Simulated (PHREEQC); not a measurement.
Dissolve 0.01 mol HCl, 0.00122 mol NiCl2 and 0.024 mol MgCl2 per kg of water at 25 °C. Closed to the air; pH follows from the charge balance.

The numbers come from PHREEQC with the ion-association model, wateq4f.dat.

This is a speciation only: nothing precipitates in the calculation.

Question: Estimate the pH.

Answer: pH 2.08.

Question: In which forms is Ni present?

Answer: Ni+2 94 %, NiCl+ 5.4 %, NiCl2 0.7 % of the Ni.
